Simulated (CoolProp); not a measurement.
Vapour-liquid equilibrium of hydrogen chloride (1) + n-butane (2) at -47.05 °C; x and y are mole fractions of (1).

Computed with CoolProp (multi-fluid Helmholtz-energy mixture model, Thol 2018 and Bücker 2006; pair parameters Bell 2016).

| x | bubble pressure, mixture model (kPa) | bubble pressure, Raoult's law (kPa) | y, mixture model | y, Raoult's law |
|---|---|---|---|---|
| 0.05 | 80.02 | 40.23 | 0.862 | 0.734 |
| 0.2 | 262.1 | 127.1 | 0.960 | 0.929 |
| 0.35 | 375.9 | 214.0 | 0.974 | 0.966 |
| 0.5 | 432.3 | 300.8 | 0.979 | 0.981 |
| 0.65 | 465.0 | 387.7 | 0.982 | 0.990 |
| 0.8 | 502.3 | 474.5 | 0.986 | 0.995 |
| 0.95 | 562.9 | 561.4 | 0.995 | 0.999 |

The largest gap from Raoult's law is +106.2 % in bubble pressure, at x = 0.2. No azeotrope shows between x = 0.05 and 0.95.

The pair parameters rest on a limited set of measurements; away from them the model extrapolates. With so large a gap from Raoult's law the liquid may split in two, which this calculation doesn't test in full.
